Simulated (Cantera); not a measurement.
What does this Cantera script print?

```python
import numpy as np
import cantera as ct

gas = ct.Solution("h2o2.yaml")
gas.TPX = 723, 70000, {'H2': 1, 'O2': 1, 'N2': 3.76, 'H2O': 1.4}
flame = ct.FreeFlame(gas, width=0.051)
flame.set_refine_criteria(ratio=3, slope=0.08, curve=0.16)
flame.transport_model = "mixture-averaged"
flame.solve(loglevel=0, auto=True)
z, T = flame.grid, flame.T
thick = (T[-1] - T[0]) / np.gradient(T, z).max()
show = ['H2', 'O2', 'H2O', 'H2O2', 'H', 'HO2']
print(f"laminar burning velocity  {flame.velocity[0] * 100:.3f} cm/s")
print(f"burnt temperature         {T[-1]:.1f} K")
print(f"thermal thickness         {thick * 1e3:.4f} mm")
print(f"grid points               {len(z)}")
z0 = z[flame.heat_release_rate.argmax()]
print(f"{'z/mm':>9s}{'T/K':>9s}{'u/(m/s)':>9s}" + "".join(f"{s:>11s}" for s in show))
rows = []
for k in (-3, -2, -1.5, -1, -0.5, -0.25, 0, 0.25, 0.5, 1, 2, 4, 8):
    zz = z0 + k * thick
    rows.append([k * thick, np.interp(zz, z, T), np.interp(zz, z, flame.velocity),
                 *(np.interp(zz, z, flame.X[gas.species_index(s)]) for s in show)])
    print(f"{rows[-1][0] * 1e3:9.3f}{rows[-1][1]:9.1f}{rows[-1][2]:9.3f}" + "".join(f"{x:11.3e}" for x in rows[-1][3:]))
```

It prints:

```
laminar burning velocity  283.906 cm/s
burnt temperature         1693.0 K
thermal thickness         0.6709 mm
grid points               103
     z/mm      T/K  u/(m/s)         H2         O2        H2O       H2O2          H        HO2
   -2.013    723.0    2.839  1.396e-01  1.397e-01  1.956e-01  9.571e-11  2.538e-14  2.453e-09
   -1.342    723.0    2.837  1.390e-01  1.398e-01  1.957e-01  4.782e-09  2.086e-11  1.214e-07
   -1.006    723.1    2.834  1.378e-01  1.400e-01  1.960e-01  3.048e-08  5.904e-10  7.694e-07
   -0.671    724.9    2.828  1.333e-01  1.406e-01  1.973e-01  7.245e-07  2.062e-07  1.706e-05
   -0.335    786.0    3.005  1.106e-01  1.409e-01  2.087e-01  2.172e-05  1.343e-04  2.827e-04
   -0.168    957.5    3.599  8.167e-02  1.326e-01  2.358e-01  2.245e-05  1.395e-03  2.168e-04
    0.000   1193.2    4.433  4.580e-02  1.118e-01  2.804e-01  9.772e-06  4.761e-03  1.237e-04
    0.168   1369.4    5.064  2.116e-02  9.159e-02  3.164e-01  5.711e-06  6.384e-03  7.648e-05
    0.335   1471.0    5.426  1.138e-02  8.239e-02  3.327e-01  3.691e-06  5.271e-03  5.513e-05
    0.671   1569.2    5.767  5.953e-03  7.762e-02  3.440e-01  1.940e-06  2.662e-03  3.571e-05
    1.342   1636.5    5.994  2.858e-03  7.607e-02  3.512e-01  9.809e-07  8.392e-04  1.933e-05
    2.683   1670.8    6.107  1.063e-03  7.573e-02  3.553e-01  4.911e-07  1.825e-04  8.166e-06
    5.367   1684.8    6.153  3.455e-04  7.583e-02  3.572e-01  2.350e-07  3.415e-05  2.985e-06
```

Model: the H2/O2 subset of GRI-Mech 3.0, which has no nitrogen chemistry, integrated in Cantera. Burning velocities carry a grid error of a few per cent, more on coarse grids. Lean hydrogen flames are cellular in practice and burn faster than this planar one.
